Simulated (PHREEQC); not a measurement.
## Alkaline etch or developer (model solution)

Dissolve 0.03 mol/kgw LiOH, 0.00023 mol/kgw H4SiO4 and 0.024 mol/kgw K2CO3 at 31 °C. Closed to the air; pH follows from the charge balance.

Model: ion-association model, wateq4f.dat, run in PHREEQC.

This is a speciation only: nothing precipitates in the calculation.

Question: Predict the pH, ionic strength.

Answer: pH 12.16; ionic strength 0.102 mol/kgw.

Question: In which forms is Si present?

Answer: H3SiO4- 77 %, H2SiO4-2 23 % of the Si.
